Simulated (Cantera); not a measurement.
A closed system holds: 1 mol Si, 0.49 mol NH3, 15 mol H2, at 1.40 bar.

Equilibrium computed with Cantera from the NASA thermochemical tables; the gas is ideal and each condensed phase is pure. Candidate condensed phases: Si, Si3N4; 18 gas species. Mutual solubility and eutectic melting of coexisting phases are not modelled. Gases not in the tables: Si2H6 and higher silanes. Rates play no part.

Question: Which condensed phases are stable at each of these points (T (K)): 798, 898, 998, 1098, 1198, 1298, 1398, 1498, 1598, 1698, 1798, 1898?

Answer: 
```tsv
T (K)	condensed phases	Si condensed (%)
798	Si(s) + Si3N4(s)	100.0
898	Si(s) + Si3N4(s)	100.0
998	Si(s) + Si3N4(s)	100.0
1098	Si(s) + Si3N4(s)	100.0
1198	Si(s) + Si3N4(s)	100.0
1298	Si(s) + Si3N4(s)	100.0
1398	Si(s) + Si3N4(s)	100.0
1498	Si(s) + Si3N4(s)	100.0
1598	Si(s) + Si3N4(s)	100.0
1698	Si(l) + Si3N4(s)	100.0
1798	Si(l) + Si3N4(s)	99.9
1898	Si(l)	99.9
```

From 798 K to 1598 K the condensed part is Si(s) + Si3N4(s). From 1698 K to 1798 K the condensed part is Si(l) + Si3N4(s). At 1898 K the condensed part is Si(l).
